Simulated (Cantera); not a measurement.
An adiabatic, constant-pressure homogeneous reactor starts with C3H8 : O2 : N2 : H2O = 1 : 4.55 : 17.1 : 2.4 (molar parts), at 1123 K and 7500 Torr. Integrator tolerance rtol = 1e-08.

Cantera simulation using GRI-Mech 3.0 (53 species, 325 reactions); the numbers are that mechanism's predictions, not measurements. GRI-Mech 3.0 was tuned for natural gas; its chemistry of propane as a main component is partial and can be far from experiment.

```json
[
 {"quantity": "time of steepest temperature rise", "before": "6.84 ms", "after": "6.89 ms"},
 {"quantity": "temperature at 0.100 s", "before": "2642 K", "after": "2681 K"},
 {"quantity": "equilibrium temperature", "before": "2642 K", "after": "2681 K"},
 {"quantity": "x(C3H8) at 0.100 s", "before": "<1e-12 (gas-phase equilibrium <1e-12)", "after": "<1e-12 (gas-phase equilibrium <1e-12)"},
 {"quantity": "x(O2) at 0.100 s", "before": "0.00335 (gas-phase equilibrium 0.00335)", "after": "0.00394 (gas-phase equilibrium 0.00394)"},
 {"quantity": "x(H2O) at 0.100 s", "before": "0.221 (gas-phase equilibrium 0.221)", "after": "0.197 (gas-phase equilibrium 0.197)"},
 {"quantity": "x(CH2O) at 0.100 s", "before": "1.82e-9 (gas-phase equilibrium 1.82e-9)", "after": "1.96e-9 (gas-phase equilibrium 1.96e-9)"},
 {"quantity": "x(CH2CO) at 0.100 s", "before": "<1e-12 (gas-phase equilibrium <1e-12)", "after": "<1e-12 (gas-phase equilibrium <1e-12)"},
 {"quantity": "x(NO) at 0.100 s", "before": "0.00332 (gas-phase equilibrium 0.00332)", "after": "0.00388 (gas-phase equilibrium 0.00388)"},
 {"quantity": "x(CO) at 0.100 s", "before": "0.0327 (gas-phase equilibrium 0.0327)", "after": "0.0362 (gas-phase equilibrium 0.0362)"}
]
```

Problem. What was changed between the two runs?
A. H2O 2.4 to 1.6 parts
B. constant volume in place of constant pressure
C. initial temperature 1123 to 1375 K
D. initial temperature 1123 to 1675 K

Solution. A, H2O 2.4 to 1.6 parts
